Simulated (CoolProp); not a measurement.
Isobutane along the isotherm 438.5 K: fugacity coefficient from the reference equation and from simpler models built on Tc = 407.8 K, pc = 3629 kPa, ω = 0.184; each cubic takes its own stable root.

The numbers come from the reference Helmholtz-energy equation of state, Bücker 2006 in CoolProp.

```
p (kPa)  phase  reference  Redlich-Kwong  Peng-Robinson
-------  -----  ---------  -------------  -------------
181        gas     0.9867         0.9863         0.9849
363        gas     0.9734         0.9726         0.9698
544        gas     0.9603         0.9590         0.9550
726        gas     0.9471         0.9455         0.9403
907        gas     0.9341         0.9321         0.9257
1090       gas     0.9210         0.9186         0.9112
1270       gas     0.9082         0.9054         0.8970
1450       gas     0.8954         0.8923         0.8829
1630       gas     0.8827         0.8793         0.8690
1810       gas     0.8700         0.8663         0.8552
```
